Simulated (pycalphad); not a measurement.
CALPHAD calculation (pycalphad, COST 507 light-alloy database (1999)), 1 atm. The data set is of 1999 and partly superseded. Amounts are mole fractions of atoms.

Give the equilibrium state of Cu-83.8Si (at.%) at 1300 K.


```
T = 1300.00 K, P = 101325 Pa, N = 1 mol of atoms
G = -51335 J/mol, H = 31219 J/mol, S = 63.50 J/(mol K)  (SER reference)
chemical potentials (J/mol): Cu -80602, Si -45678
phase             fraction      x(Cu)      x(Si)
DIAMOND_A4          0.7016       none     1.0000
LIQUID              0.2984     0.5428     0.4572
```

Give the equilibrium state of Cu-83.8Si (at.%) at 925 K.


```
T = 925.00 K, P = 101325 Pa, N = 1 mol of atoms
G = -30215 J/mol, H = 15766 J/mol, S = 49.71 J/(mol K)  (SER reference)
chemical potentials (J/mol): Cu -47320, Si -26908
phase             fraction      x(Cu)      x(Si)
DIAMOND_A4          0.7868       none     1.0000
CU19SI6_ETA         0.2132     0.7600     0.2400
```

Database names, with the compositions (at.%) that they take in these runs: CU19SI6_ETA: Cu 76 Si 24. DIAMOND_A4 is diamond (Si). An entry "none" or "no" means that the model of the phase leaves that element out.
